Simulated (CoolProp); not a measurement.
Hydrogen chloride along the isotherm 130.45 °C: density (kg/m³) from the reference equation and from simpler models built on Tc = 51.5 °C, pc = 8314 kPa, ω = 0.130; each cubic takes its own stable root.

Values from CoolProp's reference Helmholtz-energy equation of state, Thol 2018.

```tsv
p (kPa)	phase	reference	ideal gas	Redlich-Kwong	Soave-Redlich-Kwong	Peng-Robinson
8310	gas	111.6	90.29	111.1	108.7	112.1
16600	supercritical	283.7	180.4	280.6	263.0	278.1
24900	supercritical	489.2	270.5	441.9	414.3	444.2
33300	supercritical	615.3	361.8	541.3	516.0	558.6
41600	supercritical	690.2	452.0	606.7	584.5	636.6
49900	supercritical	743.0	542.2	655.3	635.7	694.9
58200	supercritical	783.6	632.4	694.0	676.3	741.1
66500	supercritical	816.7	722.5	725.9	709.9	779.3
74800	supercritical	844.7	812.7	753.2	738.5	811.7
83100	supercritical	869.0	902.9	776.9	763.3	839.7
```
